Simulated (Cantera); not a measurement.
A counterflow diffusion flame at 1.00 bar, nozzles 20 mm apart: fuel side CH₄ : CO = 1 : 0.049 (molar parts) at 475 K, oxidiser side O₂ : N₂ = 0.26 : 0.74 (molar parts) at 575 K, fuel mass flux 0.97 times the oxidiser's; mixture-averaged transport, no radiation.

Cantera simulation using GRI-Mech 3.0 (53 species, 325 reactions); the numbers are that mechanism's predictions, not measurements. GRI-Mech 3.0 has no aromatics or soot, which form on the fuel side of real flames. The maximum strain rate includes the flame's own expansion and is several times the mean.

x: mole fraction; the columns are a selection and need not sum to one.

| oxidiser flux (kg/m²/s) | max strain (1/s) | mean strain (1/s) | T max (K) | peak x OH | peak x H | peak x NO | peak x CO | peak x C₂H₂ |
|---|---|---|---|---|---|---|---|---|
| 0.25 | 243 | 49.4 | 2337 | 0.0142 | 0.00656 | 0.000542 | 0.0912 | 0.0208 |
| 0.34 | [?] | 67.2 | 2317 | 0.0142 | 0.00682 | [?] | 0.0893 | 0.0201 |
| 0.46 | [?] | 90.9 | 2301 | 0.0141 | 0.00707 | [?] | 0.0875 | 0.0194 |
| 0.63 | 553 | 125 | 2286 | 0.0140 | 0.00733 | 0.000403 | 0.0858 | 0.0186 |
| 0.86 | 733 | 170 | 2274 | 0.0139 | 0.00760 | 0.000365 | 0.0844 | 0.0179 |
| 1.2 | 994 | 237 | 2260 | 0.0137 | 0.00788 | 0.000324 | 0.0832 | 0.0171 |
| 1.6 | 1290 | 316 | 2246 | 0.0135 | 0.00806 | 0.000285 | 0.0822 | 0.0162 |
| 2.2 | 1730 | 435 | 2227 | 0.0131 | 0.00819 | 0.000240 | 0.0812 | 0.0152 |
| 3 | 2310 | 593 | 2207 | 0.0126 | 0.00823 | 0.000196 | 0.0804 | 0.0140 |

Q: Complete the blanks.

A: 
- 0.34, max strain (1/s): 319
- 0.34, peak x NO: 0.000489
- 0.46, max strain (1/s): 417
- 0.46, peak x NO: 0.000444
